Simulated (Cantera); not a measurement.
A freely propagating, adiabatic, planar premixed flame of CH4 : CO : O2 : N2 = 1 : 0.091 : 1.57 : 5.92 (molar parts), equivalence ratio 1.3, unburnt at 625 K and 7.01 atm; mixture-averaged transport, grid criteria slope 0.08 and curve 0.16, no radiation.

Detailed kinetics in Cantera: GRI-Mech 3.0 (53 species, 325 reactions). Burning velocities carry a grid error of a few per cent, more on coarse grids.

x: mole fraction of selected species; z is measured from the peak of heat release.

```csv
z (mm),T (K),u (m/s),x CH4,x CO,x O2,x HCO,x NO,x CO2
-0.310,626,0.482,0.116,0.0106,0.182,<1e-8,<1e-8,2.20e-6
-0.207,634,0.490,0.115,0.0107,0.181,<1e-8,3.15e-8,2.68e-5
-0.155,661,0.514,0.112,0.0113,0.178,<1e-8,(withheld),(withheld)
-0.103,792,0.622,0.102,0.0150,0.167,<1e-8,1.13e-6,0.00119
-0.0517,1270,1.02,0.0661,0.0328,0.120,4.00e-7,9.98e-6,0.00834
-0.0259,(withheld),1.35,(withheld),(withheld),(withheld),(withheld),(withheld),(withheld)
0,2026,1.65,0.00933,0.0686,0.0301,1.26e-5,3.92e-5,0.0307
0.0259,2189,1.78,0.00136,0.0724,0.00827,6.57e-6,6.66e-5,0.0419
0.0517,2237,1.81,0.000203,0.0700,0.00217,1.66e-6,9.21e-5,0.0485
0.103,2263,1.83,1.04e-5,0.0669,0.000308,2.97e-7,0.000118,0.0531
0.207,2280,1.84,3.07e-7,0.0660,8.12e-5,1.61e-7,0.000133,0.0542
0.414,2291,1.85,<1e-8,0.0661,3.06e-5,1.01e-7,0.000139,0.0542
0.828,2295,1.85,<1e-8,0.0662,1.58e-5,7.42e-8,0.000140,0.0541
```

Problem. What belongs in the gaps?

Solution. 
- -0.155, x NO: 1.50e-7
- -0.155, x CO2: 0.000152
- -0.0259, T (K): 1670
- -0.0259, x CH4: 0.0351
- -0.0259, x CO: 0.0514
- -0.0259, x O2: 0.0748
- -0.0259, x HCO: 5.65e-6
- -0.0259, x NO: 2.15e-5
- -0.0259, x CO2: 0.0177
